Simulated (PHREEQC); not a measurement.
Make-up at 25 °C: 24 mmol/kgw FeCl3, 0.039 mmol/kgw MgSO4 and 1.4 mmol/kgw NaHCO3. Closed to the air; pH follows from the charge balance.

Computed with PHREEQC (ion-association model, wateq4f.dat).

Task: The ionic strength comes out as 0.117 mol/kgw. What activity coefficients do Fe2(OH)2+4, Fe+3, Na+, SO4-2, Fe3(OH)4+5 get?

Result: Fe2(OH)2+4 0.016, Fe+3 0.17, Na+ 0.77, SO4-2 0.35, Fe3(OH)4+5 0.0016.

No solid was allowed to form. The solution is supersaturated, for example in Hematite (slow to form), Goethite (slow to form), so a real one may precipitate; this is no full list. Complexes and solids missing from the database can't appear.
